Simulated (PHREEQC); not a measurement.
A solution holds 0.16 mol HF, 0.0018 mol NH4F and 0.0007 mol (NH4)2SiF6 per kg of water, at 25 °C. Closed to the air; pH follows from the charge balance.

Computed with PHREEQC (ion-association model, wateq4f.dat).

**Question.** The ionic strength comes out as 0.0136 mol/kgw. What activity coefficients do SiF6-2, HF2-, H+, NH4+, F- get?

**Answer.** SiF6-2 0.63, HF2- 0.89, H+ 0.90, NH4+ 0.89, F- 0.89.

Precipitation was switched off in this run. Complexes and solids missing from the database can't appear. wateq4f.dat counts part of the HF as a dimer, H2F2, which phreeqc.dat doesn't know; its constant is uncertain. SiF6-2 is the database's only silicon fluoride.
